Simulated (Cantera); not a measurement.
Charge: 1 mol SiO2, 3 mol CH4, 0.64 mol H2, equilibrated at 1250 K.

These are equilibrium values from Cantera (NASA tables, ideal gas, pure condensed phases), not measurements of a reactor. Candidate condensed phases: C, C6H6, C7H8, C8H18, H2O, Si, SiC, SiO2; 123 gas species. Mutual solubility and eutectic melting of coexisting phases are not modelled. The tables hold silica as quartz up to 1696 K and as liquid above; real silica turns to tridymite and cristobalite and melts near 1996 K. The numbers say what is thermodynamically allowed, not how fast it happens.

x: gas mole fraction; n: condensed amount in mol.

```json
[
 {"P (Pa)": "10", "x H2": "0.768", "x CO": "0.231", "x CH4": "6.49e-7", "x SiO": "0.000128", "x H": "…", "n C(graphite)": "0.00221", "n SiC(s)": "0.999", "n SiO2(β-quartz)": "0"},
 {"P (Pa)": "68", "x H2": "0.768", "x CO": "0.231", "x CH4": "4.42e-6", "x SiO": "0.000128", "x H": "…", "n C(graphite)": "0.00220", "n SiC(s)": "0.999", "n SiO2(β-quartz)": "0"},
 {"P (Pa)": "460", "x H2": "0.960", "x CO": "0.0397", "x CH4": "4.66e-5", "x SiO": "2.20e-5", "x H": "…", "n C(graphite)": "2.59", "n SiC(s)": "0.137", "n SiO2(β-quartz)": "0.863"},
 {"P (Pa)": "3200", "x H2": "0.994", "x CO": "0.00571", "x CH4": "0.000348", "x SiO": "3.17e-6", "x H": "…", "n C(graphite)": "2.94", "n SiC(s)": "0.0191", "n SiO2(β-quartz)": "0.981"},
 {"P (Pa)": "22000", "x H2": "0.997", "x CO": "0.000830", "x CH4": "0.00240", "x SiO": "4.61e-7", "x H": "…", "n C(graphite)": "2.98", "n SiC(s)": "0.00276", "n SiO2(β-quartz)": "0.997"},
 {"P (Pa)": "150000", "x H2": "0.984", "x CO": "0.000122", "x CH4": "0.0160", "x SiO": "6.76e-8", "x H": "…", "n C(graphite)": "2.89", "n SiC(s)": "0.000407", "n SiO2(β-quartz)": "1.000"},
 {"P (Pa)": "1000000", "x H2": "0.909", "x CO": "1.83e-5", "x CH4": "0.0909", "x SiO": "1.01e-8", "x H": "…", "n C(graphite)": "2.45", "n SiC(s)": "0", "n SiO2(β-quartz)": "1.000"}
]
```

Fill in the missing entries.


- 10, x H: 4.24e-5
- 68, x H: 1.63e-5
- 460, x H: 6.98e-6
- 3200, x H: 2.69e-6
- 22000, x H: 1.03e-6
- 150000, x H: 3.91e-7
- 1000000, x H: 1.46e-7
